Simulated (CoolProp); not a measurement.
Vapour-liquid equilibrium of isobutane (1) + acetone (2) at 278.2 K; x and y are mole fractions of (1).

Computed with CoolProp (multi-fluid Helmholtz-energy mixture model, Bücker 2006 and Lemmon 2006; pair parameters Bell 2016).

```json
[
 {"x": "0.05", "bubble pressure (bar)": "0.5600", "y at the bubble point": "0.789", "dew pressure at overall composition x (bar)": "0.1272", "liquid density (mol/L)": "13.62"},
 {"x": "0.15", "bubble pressure (bar)": "1.145", "y at the bubble point": "0.901", "dew pressure at overall composition x (bar)": "0.1421", "liquid density (mol/L)": "13.11"},
 {"x": "0.25", "bubble pressure (bar)": "1.446", "y at the bubble point": "0.925", "dew pressure at overall composition x (bar)": "0.1610", "liquid density (mol/L)": "12.63"},
 {"x": "0.35", "bubble pressure (bar)": "1.578", "y at the bubble point": "0.933", "dew pressure at overall composition x (bar)": "0.1855", "liquid density (mol/L)": "12.17"},
 {"x": "0.45", "bubble pressure (bar)": "1.623", "y at the bubble point": "0.936", "dew pressure at overall composition x (bar)": "0.2189", "liquid density (mol/L)": "11.73"},
 {"x": "0.55", "bubble pressure (bar)": "1.637", "y at the bubble point": "0.937", "dew pressure at overall composition x (bar)": "0.2668", "liquid density (mol/L)": "11.33"},
 {"x": "0.65", "bubble pressure (bar)": "1.651", "y at the bubble point": "0.939", "dew pressure at overall composition x (bar)": "0.3417", "liquid density (mol/L)": "10.95"},
 {"x": "0.75", "bubble pressure (bar)": "1.682", "y at the bubble point": "0.943", "dew pressure at overall composition x (bar)": "0.4748", "liquid density (mol/L)": "10.60"},
 {"x": "0.85", "bubble pressure (bar)": "1.739", "y at the bubble point": "0.954", "dew pressure at overall composition x (bar)": "0.7764", "liquid density (mol/L)": "10.29"},
 {"x": "0.95", "bubble pressure (bar)": "1.822", "y at the bubble point": "0.978", "dew pressure at overall composition x (bar)": "1.722", "liquid density (mol/L)": "10.01"}
]
```

No azeotrope shows between x = 0.05 and 0.95.

The pair parameters rest on a limited set of measurements; away from them the model extrapolates. With so large a gap from Raoult's law the liquid may split in two, which this calculation doesn't test in full.
